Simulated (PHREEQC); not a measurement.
Nickel, zinc or cadmium bath: speciation

Dissolve 0.011 mmol/kgw CdSO4, 0.068 mmol/kgw NaOH and 0.0048 mmol/kgw HCl at 25 °C and 10 atm. Closed to the air; pH follows from the charge balance.

All values are PHREEQC results (ion-association model, phreeqc.dat), not measurements.

This is a speciation only: nothing precipitates in the calculation.

Question: Estimate the pH.

Answer: pH 9.75.

Question: In which forms is Cd present?

Answer: Cd+2 63 %, CdOH+ 28 %, Cd(OH)2 8.6 % of the Cd.

Examples of supersaturated solids here: Cd(OH)2. Others may be too.
